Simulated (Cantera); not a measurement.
An isothermal, constant-pressure homogeneous reactor starts with C2H6 : N2 = 1 : 2.5 (molar parts), at 1375 K and 20.0 Torr. Integrator tolerance rtol = 1e-08.

Detailed kinetics in Cantera: GRI-Mech 3.0 (53 species, 325 reactions). GRI-Mech 3.0 stops at C3 and has no aromatics, soot or wall deposition, so with more carbon than oxygen in the feed, carbon stays in small species such as C2H2 where larger ones or solid carbon would form. Radical loss at walls, strong at low pressure, is not modelled.

Task: What does this change do: pressure from 20.0 Torr to 1.01 bar?

Result: 
```
quantity                                            before                                      after
-----------------  ---------------------------------------  -----------------------------------------
x(C2H6) at 40.0 s  5.69e-6 (gas-phase equilibrium 3.08e-7)  0.000143 (gas-phase equilibrium 0.000115)
x(C2H) at 40.0 s   2.84e-9 (gas-phase equilibrium 3.67e-9)  7.31e-10 (gas-phase equilibrium 4.98e-10)
x(C2H2) at 40.0 s      0.159 (gas-phase equilibrium 0.128)       0.120 (gas-phase equilibrium 0.0847)
x(C2H4) at 40.0 s  0.00145 (gas-phase equilibrium 0.00134)      0.0278 (gas-phase equilibrium 0.0210)
x(H) at 40.0 s     6.33e-6 (gas-phase equilibrium 1.26e-5)    1.56e-6 (gas-phase equilibrium 1.61e-6)
x(HCN) at 40.0 s     1.16e-8 (gas-phase equilibrium 0.100)     2.03e-9 (gas-phase equilibrium 0.0877)
```

Task: What does this change do: pressure from 20.0 Torr to 0.600 bar?

Result: 
```json
[
 {"quantity": "x(C2H6) at 40.0 s", "before": "5.69e-6 (gas-phase equilibrium 3.08e-7)", "after": "7.55e-5 (gas-phase equilibrium 5.96e-5)"},
 {"quantity": "x(C2H) at 40.0 s", "before": "2.84e-9 (gas-phase equilibrium 3.67e-9)", "after": "9.84e-10 (gas-phase equilibrium 6.79e-10)"},
 {"quantity": "x(C2H2) at 40.0 s", "before": "0.159 (gas-phase equilibrium 0.128)", "after": "0.134 (gas-phase equilibrium 0.0952)"},
 {"quantity": "x(C2H4) at 40.0 s", "before": "0.00145 (gas-phase equilibrium 0.00134)", "after": "0.0214 (gas-phase equilibrium 0.0160)"},
 {"quantity": "x(H) at 40.0 s", "before": "6.33e-6 (gas-phase equilibrium 1.26e-5)", "after": "2.20e-6 (gas-phase equilibrium 2.24e-6)"},
 {"quantity": "x(HCN) at 40.0 s", "before": "1.16e-8 (gas-phase equilibrium 0.100)", "after": "2.22e-9 (gas-phase equilibrium 0.0914)"}
]
```
